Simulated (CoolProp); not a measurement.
Carbon monoxide along the isotherm 91.2 K: density (kg/m³) from the reference equation and from simpler models built on Tc = 132.9 K, pc = 3.498 MPa, ω = 0.050; each cubic takes its own stable root.

The numbers come from the reference Helmholtz-energy equation of state, Lemmon 2006 in CoolProp. It is a short technical equation, of lower accuracy than the large ones.

```csv
p (MPa),phase,reference
0.111,gas,4.237
0.162,gas,6.285
0.238,gas,9.476
0.35,liquid,750.0
0.513,liquid,750.5
0.754,liquid,751.3
1.11,liquid,752.5
1.62,liquid,754.2
2.38,liquid,756.6
3.5,liquid,760.1
5.13,liquid,764.9
7.54,liquid,771.5
11.1,liquid,780.6
16.2,liquid,792.3
23.8,liquid,807.5
35,liquid,826.6
```

**Question.** How far does each simpler model (van der Waals, Redlich-Kwong, Soave-Redlich-Kwong, Peng-Robinson) lie from the reference over these 16 states: mean and median of the absolute difference, and the worst?

**Answer.** 
- van der Waals: mean 33.0 %, median 29.8 %, worst -98.1 % at 91.2 K and 0.35 MPa
- Redlich-Kwong: mean 0.5 %, median 0.5 %, worst +1.1 % at 91.2 K and 35 MPa
- Soave-Redlich-Kwong: mean 0.6 %, median 0.6 %, worst +1.0 % at 91.2 K and 35 MPa
- Peng-Robinson: mean 10.2 %, median 12.3 %, worst +13.1 % at 91.2 K and 23.8 MPa

At some of these states van der Waals gives the other phase, because its saturation line lies elsewhere.
